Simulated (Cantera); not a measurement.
A closed system holds: 1 mol Ta₂O₅, 1400 mol H₂, held at 1100 °C and 0.0100 bar.

These are equilibrium values from Cantera (NASA tables, ideal gas, pure condensed phases), not measurements of a reactor. Candidate condensed phases: H₂O, Ta, Ta₂O₅; 12 gas species. Mutual solubility and eutectic melting of coexisting phases are not modelled. Condensed phases not in the tables: N, O or C dissolved in the metal. Equilibrium is a limit: real reactors are often held back by kinetics, nucleation or transport.

Question: What is the equilibrium state?

Answer: 
```
Quantity          Value
-----------  ----------
x(H₂)             1.000
x(H)            3.33e-5
x(H₂O)          3.06e-5
n(Ta(s))     0.0171 mol
n(Ta₂O₅(s))   0.991 mol
gas amount     1400 mol
```
